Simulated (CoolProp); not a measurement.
Computed with CoolProp (reference Helmholtz-energy equation of state, Lemmon 2016).

Problem. For R227EA, give the phase and the cv (kJ/(kg K)), speed of sound (m/s), Joule-Thomson coefficient (K/MPa) at 129.65 °C and 1.63 bar.

Solution. 
- 129.65 °C and 1.63 bar: gas; cv 0.905, speed of sound 142, Joule-Thomson coefficient 6.90
